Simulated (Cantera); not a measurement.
Feed: 1 mol Fe3O4, 0.52 mol C, 15 mol H2, held at 1750 K and 0.00110 bar.

Cantera equilibrium calculation (NASA polynomials, part measured and part estimated; ideal gas, pure solids and liquids). Candidate condensed phases: C, C6H6, C7H8, C8H18, Fe, Fe(CO)5, FeO, Fe(OH)2, Fe(OH)3, Fe2O3, Fe3O4, H2O; 114 gas species. The numbers say what is thermodynamically allowed, not how fast it happens.

Base state: H2 0.730, H2O 0.218, CO 0.0305, Fe 0.0127, H 0.00599, CO2 0.00251, OH 0.000105, FeO 3.79e-5 (mole fractions); condensed: Fe(δ).

Q: What changes in the equilibrium state with this change: H2 from 15 to 0.27 mol?

A: 
```csv
species,before,after
CO2,0.00251,0.338
CO,0.0305,0.319
H2O,0.218,0.269
H2,0.730,0.0703
Fe,0.0127,0.00153
O2,9.02e-8,1.49e-5
OH,0.000105,0.000418
H,0.00599,0.00186
Fe(OH)2,1.52e-5,2.91e-5
"Fe(δ), mol",2.80,0
"FeO(l), mol",0,3.00
```
The tables' stoichiometric FeO is somewhat more stable than real wüstite, so its field is too wide. FeO: taken at fixed stoichiometry.
